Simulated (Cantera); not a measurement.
Thermodynamics of roasting and sulfation, feed FeS + O2 + CO2

Charge: 1 mol FeS, 0.18 mol O2, 0.89 mol CO2, at 0.180 bar.

Method: chemical equilibrium by Gibbs-energy minimisation in Cantera with the NASA 1993 tables (ideal gas, pure condensed phases). Candidate condensed phases: C, Fe, Fe(CO)5, FeO, FeS, FeSO4, FeS2, Fe2O3, Fe2(SO4)3, Fe3O4, S; 25 gas species. Metal and sulfide melt together well below either melting point, which pure phases cannot show. Mutual solubility and eutectic melting of coexisting phases are not modelled. The tables' stoichiometric FeO is somewhat more stable than real wüstite, so its field is too wide. FeO, FeS: taken at fixed stoichiometry. Gases not in the tables: S3 to S7. Equilibrium is a limit: real reactors are often held back by kinetics, nucleation or transport.

| T (°C) | log p CO2 | log p CO | log p SO2 | log p S2 | log p SO | n FeS(s) | n Fe3O4(s) | n FeO(s) | n FeS(l) |
|---|---|---|---|---|---|---|---|---|---|
| 777 | -0.80 | -3.08 | -1.73 | -2.90 | -5.47 | 0.882 | 0.0395 | 0 | 0 |
| 827 | -0.80 | -2.83 | -1.73 | -2.81 | -5.17 | 0.878 | 0.0405 | 0 | 0 |
| 877 | -0.80 | -2.61 | -1.73 | -2.73 | -4.90 | 0.874 | 0.0419 | 0 | 0 |
| 927 | -0.81 | -2.40 | -1.73 | -2.65 | -4.65 | 0.869 | 0.0436 | 0 | 0 |
| 977 | -0.82 | -2.22 | -1.73 | -2.58 | -4.42 | 0.863 | 0.0458 | 0 | 0 |
| 1027 | -0.83 | -2.07 | -1.67 | -2.45 | -4.17 | 0.835 | 0 | 0.165 | 0 |
| 1077 | -0.85 | -1.91 | -1.67 | -2.32 | -3.95 | 0.817 | 0 | 0.183 | 0 |
| 1127 | -0.87 | -1.76 | -1.66 | -2.19 | -3.75 | 0.793 | 0 | 0.207 | 0 |
| 1177 | -0.90 | -1.63 | -1.66 | -2.08 | -3.56 | 0.763 | 0 | 0.237 | 0 |
| 1227 | -0.93 | -1.53 | -1.65 | -2.00 | -3.39 | 0 | 0 | 0.265 | 0.735 |
| 1277 | -0.97 | -1.44 | -1.64 | -1.94 | -3.23 | 0 | 0 | 0.294 | 0.706 |
log p: log10 of the partial pressure in bar; n: condensed amount in mol.

From 777 °C to 977 °C the condensed part is FeS(s) + Fe3O4(s). From 1027 °C to 1177 °C the condensed part is FeO(s) + FeS(s). From 1227 °C to 1277 °C the condensed part is FeO(s) + FeS(l).
